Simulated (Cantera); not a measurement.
Charge: 1 mol Cu2O, 6.4 mol CO, 0.83 mol H2, at 1600 K and 1 atm.

Equilibrium computed with Cantera from the NASA thermochemical tables; the gas is ideal and each condensed phase is pure. Candidate condensed phases: C, C6H6, C7H8, C8H18, Cu, CuO, Cu(OH)2, Cu2O, H2O; 113 gas species. Equilibrium is a limit: real reactors are often held back by kinetics, nucleation or transport.

Base state: CO 0.780, CO2 0.105, H2 0.0817, H2O 0.0331, Cu 3.92e-5, H 1.54e-5 (mole fractions); condensed: Cu(l).

Q: What changes in the equilibrium state with this change: H2 from 0.83 to 0.18 mol?

A: 
| species | before | after |
|---|---|---|
| CO | 0.780 | 0.830 |
| CO2 | 0.105 | 0.143 |
| H2 | 0.0817 | 0.0180 |
| H2O | 0.0331 | 0.00932 |
| Cu | 3.92e-5 | 3.92e-5 |
| H | 1.54e-5 | 7.25e-6 |
| Cu(l), mol | 2.00 | 2.00 |
